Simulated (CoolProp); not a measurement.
Saturation properties of carbonyl sulfide (Tc = 105.6 °C, pc = 6.369 MPa, ω = 0.098).

The numbers come from the reference Helmholtz-energy equation of state, Lemmon 2006 in CoolProp. It is a short technical equation, of lower accuracy than the large ones.

```json
[
 {"T (°C)": "-76.15", "p (MPa)": "0.02535", "vapour density (kg/m³)": "0.9398", "enthalpy of vaporisation (kJ/kg)": "325.7", "liquid cp (kJ/(kg K))": "1.164", "surface tension (mN/m)": "25.8"},
 {"T (°C)": "-72.25", "p (MPa)": "0.03204", "vapour density (kg/m³)": "1.167", "enthalpy of vaporisation (kJ/kg)": "323.2", "liquid cp (kJ/(kg K))": "1.165", "surface tension (mN/m)": "25.0"},
 {"T (°C)": "-68.35", "p (MPa)": "0.04007", "vapour density (kg/m³)": "1.435", "enthalpy of vaporisation (kJ/kg)": "320.7", "liquid cp (kJ/(kg K))": "1.167", "surface tension (mN/m)": "24.2"},
 {"T (°C)": "-64.35", "p (MPa)": "0.04992", "vapour density (kg/m³)": "1.758", "enthalpy of vaporisation (kJ/kg)": "318.2", "liquid cp (kJ/(kg K))": "1.170", "surface tension (mN/m)": "23.5"},
 {"T (°C)": "-60.45", "p (MPa)": "0.06129", "vapour density (kg/m³)": "2.124", "enthalpy of vaporisation (kJ/kg)": "315.7", "liquid cp (kJ/(kg K))": "1.172", "surface tension (mN/m)": "22.7"},
 {"T (°C)": "-56.55", "p (MPa)": "0.07463", "vapour density (kg/m³)": "2.548", "enthalpy of vaporisation (kJ/kg)": "313.2", "liquid cp (kJ/(kg K))": "1.175", "surface tension (mN/m)": "22.0"},
 {"T (°C)": "-52.65", "p (MPa)": "0.09016", "vapour density (kg/m³)": "3.034", "enthalpy of vaporisation (kJ/kg)": "310.6", "liquid cp (kJ/(kg K))": "1.179", "surface tension (mN/m)": "21.2"},
 {"T (°C)": "-48.75", "p (MPa)": "0.1081", "vapour density (kg/m³)": "3.588", "enthalpy of vaporisation (kJ/kg)": "308.0", "liquid cp (kJ/(kg K))": "1.183", "surface tension (mN/m)": "20.5"}
]
```

It boils at -50.2 °C under 1 atm.

Surface tension comes from a separate correlation (Mulero 2012).
